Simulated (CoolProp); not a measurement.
Saturation properties of hydrogen chloride (Tc = 324.7 K, pc = 8314 kPa, ω = 0.130).

Model: reference Helmholtz-energy equation of state, Thol 2018, in CoolProp.

```json
[
 {"T (K)": "241.3", "p (kPa)": "1014", "liquid density (kg/m³)": "1039", "vapour density (kg/m³)": "21.34", "liquid cp (kJ/(kg K))": "1.778"},
 {"T (K)": "246.6", "p (kPa)": "1206", "liquid density (kg/m³)": "1022", "vapour density (kg/m³)": "25.29", "liquid cp (kJ/(kg K))": "1.804"},
 {"T (K)": "251.9", "p (kPa)": "1422", "liquid density (kg/m³)": "1005", "vapour density (kg/m³)": "29.83", "liquid cp (kJ/(kg K))": "1.835"},
 {"T (K)": "257.2", "p (kPa)": "1666", "liquid density (kg/m³)": "987.1", "vapour density (kg/m³)": "35.02", "liquid cp (kJ/(kg K))": "1.872"},
 {"T (K)": "262.5", "p (kPa)": "1940", "liquid density (kg/m³)": "968.3", "vapour density (kg/m³)": "40.97", "liquid cp (kJ/(kg K))": "1.916"},
 {"T (K)": "267.8", "p (kPa)": "2246", "liquid density (kg/m³)": "948.6", "vapour density (kg/m³)": "47.79", "liquid cp (kJ/(kg K))": "1.968"},
 {"T (K)": "273.1", "p (kPa)": "2586", "liquid density (kg/m³)": "928.0", "vapour density (kg/m³)": "55.63", "liquid cp (kJ/(kg K))": "2.032"},
 {"T (K)": "278.4", "p (kPa)": "2963", "liquid density (kg/m³)": "906.1", "vapour density (kg/m³)": "64.68", "liquid cp (kJ/(kg K))": "2.111"},
 {"T (K)": "283.7", "p (kPa)": "3379", "liquid density (kg/m³)": "882.9", "vapour density (kg/m³)": "75.19", "liquid cp (kJ/(kg K))": "2.210"}
]
```

It boils at 188.2 K under 1 atm.
